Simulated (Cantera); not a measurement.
Feed: 1 mol CuO, 4 mol CH₄, 0.22 mol H₂, equilibrated at 2300 °C.

These are equilibrium values from Cantera (NASA tables, ideal gas, pure condensed phases), not measurements of a reactor. Candidate condensed phases: C, C₆H₆, C₇H₈, C₈H₁₈, Cu, CuO, Cu(OH)₂, Cu₂O, H₂O; 113 gas species. Kinetics and transport are ignored.

Which condensed phases are stable at each of these points (P (Pa)): 10, 100, 1000, 10000, 100000, 1000000?


```tsv
P (Pa)	condensed phases	Cu condensed (%)
10	C(graphite)	0.0
100	C(graphite)	0.0
1000	C(graphite)	0.0
10000	C(graphite)	0.0
100000	C(graphite)	0.0
1000000	C(graphite) + Cu(l)	74.3
```

From 10.0 Pa to 1.00 bar the condensed part is C(graphite). At 10.0 bar the condensed part is C(graphite) + Cu(l).
